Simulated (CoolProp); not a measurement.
A closed Brayton cycle with carbon dioxide: compressor inlet 312.15 K and 7.5 MPa, high pressure 23.1 MPa, turbine inlet 990 K, compressor efficiency 0.8, turbine efficiency 0.85, recuperator effectiveness 0.95 (on enthalpy, no pinch check). Each further row changes one setting.

Computed with CoolProp (reference Helmholtz-energy equation of state, Span 1996).

```tsv
case	thermal efficiency (%)	net work (kJ/kg)	compressor to turbine work	compressor exit (K)	turbine exit (K)
as stated	40.0	113	0.33	401.6	848.5
turbine inlet 940 K	38.4	104	0.35	401.6	803.2
compressor inlet 322.15 K	(withheld)	103	0.39	421.9	848.5
high pressure 19.6 MPa	39.2	99.7	0.31	(withheld)	868.3
recuperator effectiveness 0.5	(withheld)	113	0.33	401.6	848.5
```

Problem. Some entries are withheld; supply them.

Solution. 
- compressor inlet 322.15 K, thermal efficiency (%): 38.6
- high pressure 19.6 MPa, compressor exit (K): 388.0
- recuperator effectiveness 0.5, thermal efficiency (%): 21.9
